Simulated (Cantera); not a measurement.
A closed system holds: 1 mol MgO, 1.7 mol SiCl4, 0.15 mol O2, at 998 K and 1.00 mbar.

These are equilibrium values from Cantera (NASA tables, ideal gas, pure condensed phases), not measurements of a reactor. Candidate condensed phases: Mg, MgCl2, MgO, MgSiO3, Mg2SiO4, Si, SiO2; 20 gas species. Condensed phases not in the tables: alloys, solid solutions and most ternary compounds. Rates play no part.

Base state: SiCl4 0.635, MgCl2 0.182, Cl2 0.179, Cl 0.00504 (mole fractions); condensed: MgCl2(l) + SiO2(β-quartz).

Question: What changes in the equilibrium state with this change: MgO replaced by B2O3?

Answer: 
| species | before | after |
|---|---|---|
| BCl3 | 0 | 0.584 |
| SiCl4 | 0.635 | 0.177 |
| Cl2 | 0.179 | 0.132 |
| MgCl2 | 0.182 | 0 |
| B3O3Cl3 | 0 | 0.103 |
| BOCl | 0 | 2.66e-5 |
| Cl | 0.00504 | 0.00433 |
| MgCl2(l), mol | 0.699 | 0 |
| SiO2(β-quartz), mol | 0.650 | 1.30 |
The tables' values for BOCl are old estimates; treat these amounts as uncertain. Further candidate phases: B, B2O3.
